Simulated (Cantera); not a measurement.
An adiabatic, constant-pressure homogeneous reactor starts with 18.1 % CH4, 17.2 % O2, 64.7 % N2, equivalence ratio 2.1, at 1450 K and 2700 Torr.

Detailed kinetics in Cantera: GRI-Mech 3.0 (53 species, 325 reactions).

x: mole fraction; the columns are a selection and need not sum to one.

```json
[
 {"t (s)": "4.00e-6", "T (K)": "1450", "x CH4": "0.181", "x O2": "0.172", "x H2O": "1.87e-7", "x N2O": "1.59e-12", "x OH": "3.89e-9", "x CH2O": "5.03e-8", "x C2H4": "2.82e-11"},
 {"t (s)": "9.65e-6", "T (K)": "1450", "x CH4": "0.181", "x O2": "0.172", "x H2O": "…", "x N2O": "8.12e-12", "x OH": "…", "x CH2O": "…", "x C2H4": "5.87e-10"},
 {"t (s)": "2.33e-5", "T (K)": "1450", "x CH4": "0.181", "x O2": "0.172", "x H2O": "6.35e-6", "x N2O": "3.91e-11", "x OH": "2.77e-8", "x CH2O": "2.72e-6", "x C2H4": "1.43e-8"},
 {"t (s)": "5.61e-5", "T (K)": "1450", "x CH4": "0.181", "x O2": "0.172", "x H2O": "4.02e-5", "x N2O": "1.51e-10", "x OH": "6.91e-8", "x CH2O": "2.27e-5", "x C2H4": "3.84e-7"},
 {"t (s)": "0.000135", "T (K)": "1451", "x CH4": "0.180", "x O2": "0.172", "x H2O": "0.000209", "x N2O": "4.66e-10", "x OH": "1.27e-7", "x CH2O": "0.000133", "x C2H4": "5.42e-6"},
 {"t (s)": "0.000326", "T (K)": "1454", "x CH4": "0.179", "x O2": "0.171", "x H2O": "0.000952", "x N2O": "1.78e-9", "x OH": "2.50e-7", "x CH2O": "0.000524", "x C2H4": "3.91e-5"},
 {"t (s)": "0.000787", "T (K)": "1489", "x CH4": "0.170", "x O2": "0.165", "x H2O": "0.00771", "x N2O": "1.29e-8", "x OH": "1.53e-6", "x CH2O": "0.00231", "x C2H4": "0.000597"},
 {"t (s)": "0.00190", "T (K)": "2438", "x CH4": "6.55e-9", "x O2": "2.42e-6", "x H2O": "0.121", "x N2O": "2.11e-8", "x OH": "0.000553", "x CH2O": "3.54e-8", "x C2H4": "5.17e-12"},
 {"t (s)": "0.00458", "T (K)": "2439", "x CH4": "3.61e-10", "x O2": "2.47e-6", "x H2O": "0.121", "x N2O": "8.90e-9", "x OH": "0.000558", "x CH2O": "3.53e-8", "x C2H4": "<1e-12"},
 {"t (s)": "0.0110", "T (K)": "2439", "x CH4": "3.49e-10", "x O2": "2.48e-6", "x H2O": "0.121", "x N2O": "5.71e-9", "x OH": "0.000559", "x CH2O": "3.53e-8", "x C2H4": "<1e-12"},
 {"t (s)": "0.0266", "T (K)": "2440", "x CH4": "3.47e-10", "x O2": "2.48e-6", "x H2O": "0.121", "x N2O": "5.18e-9", "x OH": "0.000560", "x CH2O": "3.53e-8", "x C2H4": "<1e-12"},
 {"t (s)": "0.0642", "T (K)": "2440", "x CH4": "3.47e-10", "x O2": "2.48e-6", "x H2O": "0.121", "x N2O": "5.16e-9", "x OH": "0.000560", "x CH2O": "3.53e-8", "x C2H4": "<1e-12"},
 {"t (s)": "0.155", "T (K)": "2440", "x CH4": "3.47e-10", "x O2": "2.48e-6", "x H2O": "0.121", "x N2O": "5.16e-9", "x OH": "0.000560", "x CH2O": "3.53e-8", "x C2H4": "<1e-12"},
 {"t (s)": "0.373", "T (K)": "2440", "x CH4": "3.47e-10", "x O2": "2.48e-6", "x H2O": "0.121", "x N2O": "5.16e-9", "x OH": "0.000560", "x CH2O": "3.53e-8", "x C2H4": "<1e-12"},
 {"t (s)": "0.900", "T (K)": "2440", "x CH4": "3.47e-10", "x O2": "2.48e-6", "x H2O": "0.121", "x N2O": "5.16e-9", "x OH": "0.000560", "x CH2O": "3.53e-8", "x C2H4": "<1e-12"}
]
```

What belongs in the gaps?


- 9.65e-6, x H2O: 1.00e-6
- 9.65e-6, x OH: 1.01e-8
- 9.65e-6, x CH2O: 3.43e-7
